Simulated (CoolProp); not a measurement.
The numbers come from the reference Helmholtz-energy equation of state, Akasaka 2024 in CoolProp.

### Question
Give the vapour pressure (bar), liquid density (kg/m³), enthalpy of vaporisation (kJ/kg), liquid cp (kJ/(kg K)) of saturated R1132(E) at 314.3, 328.5 K.

### Answer
```csv
T (K),p (bar),liquid density (kg/m³),enthalpy of vaporisation (kJ/kg),liquid cp (kJ/(kg K))
314.3,24.6,847,184,2.16
328.5,33.9,770,149,2.63
```
